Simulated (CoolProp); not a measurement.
50 sccm (0 °C, 1 atm) of nitrogen bubbles through liquid n-nonane at 360.5 K and leaves saturated at a total pressure of 0.0363 MPa (ideal gas phase). Each further row changes one setting.

Computed with CoolProp (reference Helmholtz-energy equation of state, Lemmon 2006). It is a short technical equation, of lower accuracy than the large ones.

| case | vapour pressure (kPa) | mole fraction of vapour | delivery (mg/min) | delivery (sccm) | change of delivery for a bath 1 K warmer (%) |
|---|---|---|---|---|---|
| as stated | 13.1 | 0.360 | 161 | 28.1 | 6.4 |
| bath temperature 365.5 K | 15.9 | 0.437 | 222 | 38.8 | 7.1 |
| total pressure 0.0726 MPa | 13.1 | 0.180 | 62.8 | 11.0 | 4.9 |
